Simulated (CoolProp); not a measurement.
R404A along the isotherm 226.85 °C: Z from the reference equation and from simpler models built on Tc = 72.1 °C, pc = 3735 kPa, ω = 0.293; each cubic takes its own stable root.

Computed with CoolProp (reference Helmholtz-energy equation of state, Lemmon 2003). It is a pseudo-pure fit of the blend.

```
p (kPa)          phase  reference
-------  -------------  ---------
118                gas     0.9971
269                gas     0.9935
612                gas     0.9852
1390               gas     0.9666
3170               gas     0.9256
7210     supercritical     0.8471
16400    supercritical     0.8070
37300    supercritical      1.110
```

### Question
How far does each simpler model (van der Waals, Redlich-Kwong, Peng-Robinson) lie from the reference over these 8 states: mean and median of the absolute difference, and the worst?

### Answer
- van der Waals: mean 4.3 %, median 1.1 %, worst +19.8 % at 226.85 °C and 37300 kPa
- Redlich-Kwong: mean 1.4 %, median 1.2 %, worst -4.0 % at 226.85 °C and 7210 kPa
- Peng-Robinson: mean 1.1 %, median 0.2 %, worst +5.4 % at 226.85 °C and 16400 kPa
